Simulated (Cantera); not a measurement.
**Fe2O3 + CH4 + H2 + C (carbothermic reduction)**

Feed: 1 mol Fe2O3, 1.6 mol CH4, 0.72 mol H2, 1.2 mol C, equilibrated at 1.60 mbar.

Equilibrium computed with Cantera from the NASA thermochemical tables; the gas is ideal and each condensed phase is pure. Candidate condensed phases: C, C6H6, C7H8, C8H18, Fe, Fe(CO)5, FeO, Fe(OH)2, Fe(OH)3, Fe2O3, Fe3O4, H2O; 114 gas species. Rates play no part.

| T (°C) | x H2 | x CO | x Fe | x H | x H2O | x CO2 | n Fe(α) | n Fe(γ) | n Fe(δ) | n Fe(l) |
|---|---|---|---|---|---|---|---|---|---|---|
| 575 | 0.574 | 0.396 | <1e-12 | 3.60e-10 | 0.00953 | 0.0203 | 2.00 | 0 | 0 | 0 |
| 675 | 0.570 | 0.400 | <1e-12 | 9.90e-9 | 0.0131 | 0.0166 | 2.00 | 0 | 0 | 0 |
| 775 | 0.567 | 0.403 | 8.77e-11 | 1.45e-7 | 0.0161 | 0.0136 | 2.00 | 0 | 0 | 0 |
| 875 | 0.565 | 0.405 | 4.99e-9 | 1.35e-6 | 0.0185 | 0.0112 | 2.00 | 0 | 0 | 0 |
| 975 | 0.563 | 0.407 | 1.46e-7 | 8.76e-6 | 0.0203 | 0.00944 | 0 | 2.00 | 0 | 0 |
| 1075 | 0.562 | 0.409 | 2.55e-6 | 4.33e-5 | 0.0217 | 0.00807 | 0 | 2.00 | 0 | 0 |
| 1175 | 0.560 | 0.410 | 2.98e-5 | 0.000173 | 0.0227 | 0.00701 | 0 | 2.00 | 0 | 0 |
| 1275 | 0.559 | 0.410 | 0.000252 | 0.000576 | 0.0235 | 0.00620 | 0 | 2.00 | 0 | 0 |
| 1375 | 0.557 | 0.410 | 0.00163 | 0.00166 | 0.0241 | 0.00555 | 0 | 1.99 | 0 | 0 |
| 1475 | 0.551 | 0.407 | 0.00844 | 0.00424 | 0.0244 | 0.00500 | 0 | 0 | 1.94 | 0 |
| 1575 | 0.531 | 0.395 | 0.0356 | 0.00966 | 0.0240 | 0.00447 | 0 | 0 | 0 | 1.75 |
| 1675 | 0.473 | 0.357 | 0.125 | 0.0194 | 0.0218 | 0.00375 | 0 | 0 | 0 | 1.03 |
| 1775 | 0.405 | 0.312 | 0.225 | 0.0356 | 0.0190 | 0.00308 | 0 | 0 | 0 | 0 |
| 1875 | 0.384 | 0.308 | 0.222 | 0.0646 | 0.0185 | 0.00291 | 0 | 0 | 0 | 0 |
x: gas mole fraction; n: condensed amount in mol.

From 575 °C to 875 °C the condensed part is Fe(α). From 975 °C to 1375 °C the condensed part is Fe(γ). At 1475 °C the condensed part is Fe(δ). From 1575 °C to 1675 °C the condensed part is Fe(l). From 1775 °C to 1875 °C nothing is condensed.
